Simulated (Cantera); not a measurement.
A perfectly stirred reactor is fed with 14.3 % H₂, 15.5 % O₂, 58.3 % N₂, 11.8 % H₂O, at 173 Torr; it is adiabatic with a 675 K inlet, and is followed from long to short residence time, starting on the burning branch (τ in s: 0.028, 0.013, 0.0056, 0.0025, 0.0011, 0.00051, 0.00023, 0.0001, 4.6e-05, 2.1e-05, 9.3e-06).

Computed with Cantera and the H2/O2 subset of GRI-Mech 3.0, which has no nitrogen chemistry.

x: mole fraction; the columns are a selection and need not sum to one.

| τ (s) | T (K) | x H₂ | x O₂ | x H₂O | x H | x HO₂ |
|---|---|---|---|---|---|---|
| 0.028 | 1662 | 0.00201 | 0.0897 | 0.276 | 0.000674 | (withheld) |
| 0.013 | 1639 | 0.00320 | 0.0897 | 0.273 | 0.00139 | (withheld) |
| 0.0056 | 1600 | 0.00513 | 0.0899 | 0.269 | 0.00293 | (withheld) |
| 0.0025 | 1545 | 0.00771 | 0.0905 | 0.264 | 0.00564 | (withheld) |
| 0.0011 | 1468 | 0.0111 | 0.0919 | 0.256 | 0.0101 | (withheld) |
| 0.00051 | 1376 | 0.0157 | 0.0945 | 0.247 | 0.0158 | (withheld) |
| 0.00023 | 1256 | 0.0256 | 0.100 | 0.233 | 0.0217 | (withheld) |
| 0.00010 | 675 | 0.143 | 0.155 | 0.118 | <1e-12 | <1e-12 |
| 4.6e-5 | 675 | 0.143 | 0.155 | 0.118 | <1e-12 | <1e-12 |
| 2.1e-5 | 675 | 0.143 | 0.155 | 0.118 | <1e-12 | <1e-12 |
| 9.3e-6 | 675 | 0.143 | 0.155 | 0.118 | <1e-12 | <1e-12 |

Task: Some entries are withheld; supply them.

Result: 
- 0.028, x HO₂: 5.12e-6
- 0.013, x HO₂: 7.36e-6
- 0.0056, x HO₂: 1.04e-5
- 0.0025, x HO₂: 1.39e-5
- 0.0011, x HO₂: 1.78e-5
- 0.00051, x HO₂: 2.24e-5
- 0.00023, x HO₂: 2.94e-5
